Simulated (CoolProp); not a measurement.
Vapour-liquid equilibrium of CH2F2 (R32) (1) + R1234yf (2) at -16.35 °C; x and y are mole fractions of (1).

Model: multi-fluid Helmholtz-energy mixture model, Tillner-Roth 1997 and Lemmon 2022; pair parameters Bell 2023, in CoolProp.

```
x     bubble pressure (MPa)  y at the bubble point  dew pressure at overall composition x (MPa)  liquid density (mol/L)
----  ---------------------  ---------------------  -------------------------------------------  ----------------------
0.05                 0.1994                  0.161                                       0.1815                   11.00
0.2                  0.2686                  0.457                                       0.2066                   11.86
0.35                 0.3259                  0.618                                       0.2391                   12.89
0.5                  0.3710                  0.721                                       0.2822                   14.15
0.65                 0.4064                  0.800                                       0.3394                   15.72
0.8                  0.4353                  0.875                                       0.4065                   17.70
0.95                 0.4586                  0.963                                       0.4559                   20.28
```

No azeotrope shows between x = 0.05 and 0.95.

Pair parameters are fitted to limited data, so mixtures are less certain than the pure fluids.
